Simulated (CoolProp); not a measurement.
Vapour-liquid equilibrium of R134a (1) + R236FA (2) at 1.1 MPa; x and y are mole fractions of (1).

Computed with CoolProp (multi-fluid Helmholtz-energy mixture model, Tillner-Roth 1994 and Pan 2012; pair parameters Bell 2016).

Task: Give the bubble temperature and the first vapour's composition at x = 0.05, 0.35, 0.65. Is there an azeotrope?

Result: x = 0.05: 72.7 °C, y = 0.081; x = 0.35: 61.8 °C, y = 0.485; x = 0.65: 52.4 °C, y = 0.772. No azeotrope shows between x = 0.05 and 0.95.

The pair parameters rest on a limited set of measurements; away from them the model extrapolates.
